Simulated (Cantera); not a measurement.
Charge: 1 mol SiHCl3, 2.2 mol HCl, a varied amount of H2, held at 1675 °C and 0.0133 bar.

Method: chemical equilibrium by Gibbs-energy minimisation in Cantera with the NASA 1993 tables (ideal gas, pure condensed phases). Candidate condensed phases: Si; 19 gas species. Gases not in the tables: Si2H6 and higher silanes. The numbers say what is thermodynamically allowed, not how fast it happens.

Q: What share of the Si ends up in condensed phases as a function of n(H2) (mol), at 8, 12, 19, 30, 46, 71, 110, 170, 260, 410, 630, 970, 1500?

A: 
```csv
n(H2) (mol),Si condensed (%),as
8,0.0,-
12,0.0,-
19,0.0,-
30,0.0,-
46,12.3,Si(l)
71,23.9,Si(l)
110,30.6,Si(l)
170,30.3,Si(l)
260,21.0,Si(l)
410,0.0,-
630,0.0,-
970,0.0,-
1500,0.0,-
```
